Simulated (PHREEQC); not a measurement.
1 kg of water holding 0.13 mol/kgw Na2CO3 meets 20 L of dry gas (CO2 0.72, H2S 0.28 by moles) at fixed total pressure, at 80 °C; fugacities by Peng-Robinson. The gases take part in no redox reaction, some water evaporates into the gas, and hydrates or a liquid gas phase aren't modelled. Precipitation was switched off in this run.

Computed with PHREEQC (ion-association model, phreeqc.dat).

| P (atm) | dissolved CO2 (all carbonate carbon) (mol/kgw) | φ of CO2 | p of CO2 (atm) | dissolved H2S (mol/kgw) |
|---|---|---|---|---|
| 1 | 0.176 | 0.998 | 0.428 | 0.0795 |
| 2 | (withheld) | 0.994 | 1.18 | 0.104 |
| 3 | (withheld) | 0.991 | 1.92 | 0.120 |
| 5 | (withheld) | 0.984 | 3.37 | 0.144 |
| 7.5 | (withheld) | 0.976 | 5.19 | 0.171 |
| 10 | 0.237 | 0.968 | 7.00 | 0.195 |
| 15 | 0.276 | 0.953 | 10.6 | 0.241 |

Question: What belongs in the gaps?

Answer: 
- 2, dissolved CO2 (all carbonate carbon) (mol/kgw): 0.178
- 3, dissolved CO2 (all carbonate carbon) (mol/kgw): 0.184
- 5, dissolved CO2 (all carbonate carbon) (mol/kgw): 0.198
- 7.5, dissolved CO2 (all carbonate carbon) (mol/kgw): 0.217

Species that the database lacks are ignored. Away from 25 °C the constants follow the database's enthalpies or fits; those with neither stay at their 25 °C values.
